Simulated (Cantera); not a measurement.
Feed: 1 mol V₂O₃, 1.2 mol H₂, 0.14 mol H₂O, held at 8.90 mbar.

Equilibrium computed with Cantera from the NASA thermochemical tables; the gas is ideal and each condensed phase is pure. Candidate condensed phases: H₂O, V, VO, V₂O₃, V₂O₄, V₂O₅; 12 gas species. Condensed phases not in the tables: the oxides between V₂O₃ and V₂O₅ other than VO₂. Kinetics and transport are ignored. All values below are at 1273 K.

Base state: H₂ 0.896, H₂O 0.104 (mole fractions); condensed: V₂O₃(s).

### Question
What changes in the equilibrium state with this change: V₂O₃ replaced by PbO?

### Answer
```json
[
 {"species": "H₂O", "before": "0.104", "after": "0.675"},
 {"species": "Pb", "before": "0", "after": "0.206"},
 {"species": "H₂", "before": "0.896", "after": "0.119"},
 {"species": "PbO", "before": "0", "after": "7.69e-5"},
 {"species": "Pb₂", "before": "0", "after": "1.55e-5"},
 {"species": "V₂O₃(s), mol", "before": "1.00", "after": "0"},
 {"species": "Pb(l), mol", "before": "0", "after": "0.652"}
]
```
Further candidate phases: Pb, PbO, PbO₂, Pb₃O₄.
